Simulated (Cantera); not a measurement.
A closed system holds: 1 mol Si2Cl6, 5.8 mol H2, 0.082 mol HCl.

Equilibrium computed with Cantera from the NASA thermochemical tables; the gas is ideal and each condensed phase is pure. Candidate condensed phases: Si; 19 gas species. The feed counts by its element totals alone. The tables' values for SiCl3 are old estimates. Equilibrium is a limit: real reactors are often held back by kinetics, nucleation or transport.

Stable condensed phases, one row left out:

```
T in K \ P in Pa
            100    350   1300   4500  16000  56000 200000
   1473       A      A      A      B      B      B      B
   1423       A      A      B      B      B      B      B
   1373       A      A      B      B      B      B      B
   1323       A      B      B      B      B      B      B
   1223       B      B      B      B      B      B      B
   1173       B      B      B      B      B      B      B
   1123       B      B      B      B      B      B      B
   1073       B      B      B      B      B      B      B
   1023       B      B      B      B      B      B      B
    973       B      B      B      B      B      B      B
    923       B      B      B      B      B      B      B
```

A: gas only; B: Si.

Question: Give the row for 1273 K.

Answer: 100: Si; 350: Si; 1300: Si; 4500: Si; 16000: Si; 56000: Si; 200000: Si.
